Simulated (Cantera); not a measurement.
What does this Cantera script print?

```python
import numpy as np
import cantera as ct

gas = ct.Solution("h2o2.yaml")
gas.TPX = 650, 100000, {'H2': 1, 'O2': 0.172, 'N2': 0.648}
flame = ct.FreeFlame(gas, width=0.04)
flame.set_refine_criteria(ratio=3, slope=0.08, curve=0.16)
flame.transport_model = "mixture-averaged"
flame.solve(loglevel=0, auto=True)
flame.transport_model = "multicomponent"
flame.soret_enabled = False
flame.solve(loglevel=0, refine_grid=True)
z, T = flame.grid, flame.T
thick = (T[-1] - T[0]) / np.gradient(T, z).max()
show = ['H2', 'O2', 'OH', 'HO2', 'H', 'H2O2']
print(f"laminar burning velocity  {flame.velocity[0] * 100:.3f} cm/s")
print(f"burnt temperature         {T[-1]:.1f} K")
print(f"thermal thickness         {thick * 1e3:.4f} mm")
print(f"grid points               {len(z)}")
z0 = z[flame.heat_release_rate.argmax()]
print(f"{'z/mm':>9s}{'T/K':>9s}{'u/(m/s)':>9s}" + "".join(f"{s:>11s}" for s in show))
rows = []
for k in (-3, -2, -1.5, -1, -0.5, -0.25, 0, 0.25, 0.5, 1, 2, 4, 8):
    zz = z0 + k * thick
    rows.append([k * thick, np.interp(zz, z, T), np.interp(zz, z, flame.velocity),
                 *(np.interp(zz, z, flame.X[gas.species_index(s)]) for s in show)])
    print(f"{rows[-1][0] * 1e3:9.3f}{rows[-1][1]:9.1f}{rows[-1][2]:9.3f}" + "".join(f"{x:11.3e}" for x in rows[-1][3:]))
```

It prints:

```
laminar burning velocity  903.880 cm/s
burnt temperature         2083.8 K
thermal thickness         0.5117 mm
grid points               136
     z/mm      T/K  u/(m/s)         H2         O2         OH        HO2          H       H2O2
   -1.535    650.0    9.039  5.495e-01  9.451e-02  1.815e-17  2.631e-12  1.377e-14  2.191e-15
   -1.023    650.0    9.039  5.495e-01  9.451e-02  1.970e-14  5.530e-10  1.793e-11  1.056e-13
   -0.768    650.0    9.039  5.495e-01  9.451e-02  2.649e-12  3.331e-08  2.535e-09  8.424e-12
   -0.512    650.1    9.040  5.494e-01  9.450e-02  2.277e-09  2.762e-06  6.765e-07  2.518e-09
   -0.256    684.2    9.484  5.462e-01  9.375e-02  7.218e-05  1.869e-04  6.932e-04  2.794e-06
   -0.128    879.5   12.027  5.205e-01  8.640e-02  3.536e-04  1.126e-04  1.007e-02  3.002e-06
    0.000   1221.3   16.295  4.327e-01  5.227e-02  1.258e-03  4.935e-05  4.810e-02  7.667e-07
    0.128   1449.2   19.114  3.580e-01  1.205e-02  1.707e-03  1.111e-05  7.823e-02  3.263e-07
    0.256   1545.0   20.270  3.443e-01  1.893e-03  1.631e-03  1.661e-06  7.948e-02  1.788e-07
    0.512   1638.0   21.356  3.494e-01  1.626e-04  1.725e-03  1.421e-07  6.921e-02  1.316e-07
    1.023   1737.4   22.491  3.592e-01  5.372e-05  1.748e-03  5.257e-08  5.511e-02  8.987e-08
    2.047   1835.2   23.581  3.693e-01  3.279e-05  1.594e-03  3.419e-08  4.066e-02  5.108e-08
    4.094   1918.6   24.492  3.780e-01  1.715e-05  1.293e-03  1.979e-08  2.804e-02  2.555e-08
```

Computed with Cantera and the H2/O2 subset of GRI-Mech 3.0, which has no nitrogen chemistry. Burning velocities carry a grid error of a few per cent, more on coarse grids.
